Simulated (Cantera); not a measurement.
# Adiabatic ignition

An adiabatic, constant-pressure homogeneous reactor starts with 7.62 % CH₄, 1.60 % C₂H₆, 16.0 % O₂, 60.3 % N₂, 14.5 % H₂O, equivalence ratio 1.3, at 1725 K and 5.00 bar.

Detailed kinetics in Cantera: GRI-Mech 3.0 (53 species, 325 reactions).

```json
[
 {"t (s)": "7.00e-6", "T (K)": "1740", "x CH₄": "0.0676", "x C₂H₆": "0.00868", "x O₂": "0.151", "x HCN": "1.09e-9", "x H₂": "0.00773", "x C₂H₄": "0.00641"},
 {"t (s)": "1.54e-5", "T (K)": "2093", "x CH₄": "0.0208", "x C₂H₆": "0.000354", "x O₂": "0.0872", "x HCN": "8.66e-7", "x H₂": "0.0485", "x C₂H₄": "0.00440"},
 {"t (s)": "3.39e-5", "T (K)": "2783", "x CH₄": "<1e-12", "x C₂H₆": "<1e-12", "x O₂": "0.00480", "x HCN": "1.84e-9", "x H₂": "0.0479", "x C₂H₄": "<1e-12"},
 {"t (s)": "7.47e-5", "T (K)": "2822", "x CH₄": "<1e-12", "x C₂H₆": "<1e-12", "x O₂": "0.00368", "x HCN": "4.03e-9", "x H₂": "0.0466", "x C₂H₄": "<1e-12"},
 {"t (s)": "0.000164", "T (K)": "2820", "x CH₄": "<1e-12", "x C₂H₆": "<1e-12", "x O₂": "0.00357", "x HCN": "6.46e-9", "x H₂": "0.0467", "x C₂H₄": "<1e-12"},
 {"t (s)": "0.000362", "T (K)": "2817", "x CH₄": "<1e-12", "x C₂H₆": "<1e-12", "x O₂": "0.00340", "x HCN": "1.07e-8", "x H₂": "0.0471", "x C₂H₄": "<1e-12"},
 {"t (s)": "0.000797", "T (K)": "2812", "x CH₄": "<1e-12", "x C₂H₆": "<1e-12", "x O₂": "0.00323", "x HCN": "1.54e-8", "x H₂": "0.0476", "x C₂H₄": "<1e-12"},
 {"t (s)": "0.00176", "T (K)": "2811", "x CH₄": "<1e-12", "x C₂H₆": "<1e-12", "x O₂": "0.00317", "x HCN": "1.71e-8", "x H₂": "0.0477", "x C₂H₄": "<1e-12"},
 {"t (s)": "0.00387", "T (K)": "2811", "x CH₄": "<1e-12", "x C₂H₆": "<1e-12", "x O₂": "0.00316", "x HCN": "1.72e-8", "x H₂": "0.0477", "x C₂H₄": "<1e-12"},
 {"t (s)": "0.00851", "T (K)": "2811", "x CH₄": "<1e-12", "x C₂H₆": "<1e-12", "x O₂": "0.00316", "x HCN": "1.72e-8", "x H₂": "0.0477", "x C₂H₄": "<1e-12"},
 {"t (s)": "0.0187", "T (K)": "2811", "x CH₄": "<1e-12", "x C₂H₆": "<1e-12", "x O₂": "0.00316", "x HCN": "1.72e-8", "x H₂": "0.0477", "x C₂H₄": "<1e-12"},
 {"t (s)": "0.0413", "T (K)": "2811", "x CH₄": "<1e-12", "x C₂H₆": "<1e-12", "x O₂": "0.00316", "x HCN": "1.72e-8", "x H₂": "0.0477", "x C₂H₄": "<1e-12"},
 {"t (s)": "0.0908", "T (K)": "2811", "x CH₄": "<1e-12", "x C₂H₆": "<1e-12", "x O₂": "0.00316", "x HCN": "1.72e-8", "x H₂": "0.0477", "x C₂H₄": "<1e-12"},
 {"t (s)": "0.200", "T (K)": "2811", "x CH₄": "<1e-12", "x C₂H₆": "<1e-12", "x O₂": "0.00316", "x HCN": "1.72e-8", "x H₂": "0.0477", "x C₂H₄": "<1e-12"}
]
```
x: mole fraction; the columns are a selection and need not sum to one.

- time of steepest temperature rise: 16.6 µs
- temperature at 0.200 s: 2811 K
- equilibrium temperature: 2811 K
- x(CH₄) at 0.200 s: <1e-12 (gas-phase equilibrium <1e-12)
- x(C₂H₆) at 0.200 s: <1e-12 (gas-phase equilibrium <1e-12)
- x(O₂) at 0.200 s: 0.00316 (gas-phase equilibrium 0.00316)
